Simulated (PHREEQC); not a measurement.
PHREEQC input (ion-association model, phreeqc.dat):

```
SOLUTION 0
  temp 40
  units mmol/kgw
  pH 7 charge
  Cl 5.01
  Zn 2.5
  O(0) 1 O2(g) -0.68
SOLUTION 1-40
  temp 40
  units mmol/kgw
  pH 7 charge
  Cl 22.01
  Ba 11
  O(0) 1 O2(g) -0.68
END
EXCHANGE 1-40
  X 0.0021
  -equilibrate 1
END
SELECTED_OUTPUT 1
  -reset false
  -pH true
  -pe true
  -ionic_strength true
  -water true
  -step true
  -totals Ba Cl Zn
  -molalities BaX2 ZnX2
  -saturation_indices Zn(OH)2(e)
PRINT
  -reset false
TRANSPORT
  -cells 40
  -shifts 120
  -lengths 0.0125
  -time_step 300
  -dispersivities 0.018
  -boundary_conditions flux flux
  -correct_disp true
  -punch_cells 40
  -punch_frequency 4
END
```

Selected output (columns that matter, 24 of 31 rows; pore volumes added in front):

```
pore volumes	pH	mu	Ba	Cl	Zn	m_BaX2	m_ZnX2	si_Zn(OH)2(e)
0	5.0616	0.03301	0.011	0.02201	0	0.00105	0	-1000
0.1125	5.0616	0.03301	0.011	0.02201	0	0.00105	0	-1000
0.3125	5.0616	0.03301	0.011	0.02201	1.3495e-09	0.00105	8.6658e-11	-10.564
0.4125	5.0616	0.032999	0.010996	0.022003	3.9035e-07	0.00105	2.5075e-08	-8.103
0.5125	5.0614	0.032821	0.010929	0.021885	8.2202e-06	0.0010495	5.3114e-07	-6.7793
0.7125	5.0579	0.02979	0.0097716	0.019874	0.00016042	0.0010385	1.1516e-05	-5.4836
0.8125	5.0536	0.026387	0.0084671	0.017615	0.00033551	0.0010225	2.7491e-05	-5.1566
0.9125	5.0482	0.02234	0.0069165	0.014927	0.00054192	0.00099672	5.3284e-05	-4.9395
1.0125	5.0424	0.018386	0.0054004	0.012296	0.00074245	0.00095947	9.0525e-05	-4.7928
1.2125	5.0319	0.012445	0.0030924	0.0083374	0.0010713	0.00084676	0.00020324	-4.6156
1.3125	5.0277	0.010612	0.0023415	0.0071157	0.0012114	0.0007723	0.0002777	-4.5563
1.4125	5.0242	0.0093854	0.001795	0.0062981	0.0013491	0.00068918	0.00036082	-4.506
1.6125	5.0189	0.0081166	0.0010924	0.005455	0.0016301	0.0005142	0.0005358	-4.4227
1.7125	5.0169	0.0078261	0.00085918	0.0052634	0.0017675	0.00043081	0.00061919	-4.3887
1.8125	5.0152	0.0076554	0.00067503	0.005152	0.001896	0.00035438	0.00069562	-4.3599
2.0125	5.0127	0.0075002	0.00041009	0.0050528	0.0021113	0.0002283	0.0008217	-4.3167
2.1125	5.0118	0.007468	0.00031605	0.0050331	0.0021955	0.00017929	0.00087071	-4.3012
2.2125	5.0111	0.0074497	0.00024155	0.0050224	0.0022646	0.00013898	0.00091102	-4.289
2.3125	5.0105	0.0074391	0.00018306	0.0050166	0.0023202	0.00010647	0.00094353	-4.2795
2.5125	5.0097	0.0074293	0.00010262	0.0050118	0.0023983	6.0556e-05	0.00098944	-4.2667
2.6125	5.0094	0.0074271	7.5974e-05	0.0050109	0.0024245	4.5041e-05	0.001005	-4.2625
2.7125	5.0092	0.0074258	5.5859e-05	0.0050105	0.0024444	3.3232e-05	0.0010168	-4.2593
2.9125	5.0089	0.0074243	2.9637e-05	0.0050101	0.0024704	1.7713e-05	0.0010323	-4.2552
3.0125	5.0088	0.007424	2.1409e-05	0.0050101	0.0024786	1.2813e-05	0.0010372	-4.2539
```

Species that the database lacks are ignored. Away from 25 °C the constants follow the database's enthalpies or fits; those with neither stay at their 25 °C values.
